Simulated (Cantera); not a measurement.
## Pyrogenic steam for wet oxidation

An isothermal, constant-pressure homogeneous reactor starts with H₂ : O₂ : N₂ = 0.64 : 1 : 20 (molar parts), at 923 K and 0.930 bar.

Cantera simulation using the H2/O2 subset of GRI-Mech 3.0, which has no nitrogen chemistry; the numbers are that mechanism's predictions, not measurements. Below about 950 K walls govern HO2 and H2O2 in real vessels.

```csv
t (s),x H₂,x O₂,x OH,x H₂O₂,x H₂O,x HO₂
6.00e-6,0.0296,0.0462,<1e-12,<1e-12,<1e-12,<1e-12
1.97e-5,0.0296,0.0462,<1e-12,<1e-12,<1e-12,2.39e-12
6.44e-5,0.0296,0.0462,<1e-12,<1e-12,2.45e-12,1.06e-11
0.000211,0.0296,0.0462,<1e-12,<1e-12,2.30e-11,5.38e-11
0.000691,0.0296,0.0462,<1e-12,<1e-12,1.45e-10,2.62e-10
0.00226,0.0296,0.0462,<1e-12,8.25e-12,6.19e-10,1.03e-9
0.00741,0.0296,0.0462,1.09e-12,9.87e-11,2.42e-9,3.80e-9
0.0243,0.0296,0.0462,2.37e-12,1.22e-9,1.24e-8,1.69e-8
0.0795,0.0296,0.0462,2.82e-11,3.34e-8,2.20e-7,2.20e-7
0.261,0.0264,0.0446,1.87e-7,0.000116,0.00308,2.25e-5
0.854,0.00964,0.0365,1.16e-7,8.78e-5,0.0201,1.43e-5
2.80,0.000827,0.0323,7.38e-8,1.01e-5,0.0292,4.16e-6
9.16,5.41e-5,0.0319,1.70e-8,1.71e-7,0.0300,5.22e-7
30.0,7.50e-6,0.0319,4.18e-9,5.53e-9,0.0300,9.28e-8
```
x: mole fraction; the columns are a selection and need not sum to one.

Equilibrium at this temperature and pressure: H₂ 1.28e-12, O₂ 0.0319, OH 7.87e-9, H₂O₂ 5.01e-12, H₂O 0.0300, HO₂ 3.21e-11 (gas phase only).
